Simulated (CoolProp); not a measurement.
Properties of normal hydrogen along the isotherm 22.7 K (Tc = 33.1 K, pc = 12.96 bar, ω = -0.219).

Model: reference Helmholtz-energy equation of state, Leachman 2009, in CoolProp.

```json
[
 {"p (bar)": "1.77", "phase": "gas", "speed of sound (m/s)": "370.0", "Joule-Thomson coefficient (K/MPa)": "15.98"},
 {"p (bar)": "3.54", "phase": "liquid", "speed of sound (m/s)": "1058", "Joule-Thomson coefficient (K/MPa)": "-0.7189"},
 {"p (bar)": "5.3", "phase": "liquid", "speed of sound (m/s)": "1070", "Joule-Thomson coefficient (K/MPa)": "-0.7428"},
 {"p (bar)": "7.07", "phase": "liquid", "speed of sound (m/s)": "1081", "Joule-Thomson coefficient (K/MPa)": "-0.7654"},
 {"p (bar)": "8.84", "phase": "liquid", "speed of sound (m/s)": "1091", "Joule-Thomson coefficient (K/MPa)": "-0.7865"},
 {"p (bar)": "10.6", "phase": "liquid", "speed of sound (m/s)": "1101", "Joule-Thomson coefficient (K/MPa)": "-0.8063"},
 {"p (bar)": "12.4", "phase": "liquid", "speed of sound (m/s)": "1111", "Joule-Thomson coefficient (K/MPa)": "-0.8254"},
 {"p (bar)": "14.1", "phase": "liquid", "speed of sound (m/s)": "1121", "Joule-Thomson coefficient (K/MPa)": "-0.8424"},
 {"p (bar)": "15.9", "phase": "liquid", "speed of sound (m/s)": "1130", "Joule-Thomson coefficient (K/MPa)": "-0.8595"},
 {"p (bar)": "17.7", "phase": "liquid", "speed of sound (m/s)": "1140", "Joule-Thomson coefficient (K/MPa)": "-0.8757"},
 {"p (bar)": "19.4", "phase": "liquid", "speed of sound (m/s)": "1148", "Joule-Thomson coefficient (K/MPa)": "-0.8903"}
]
```
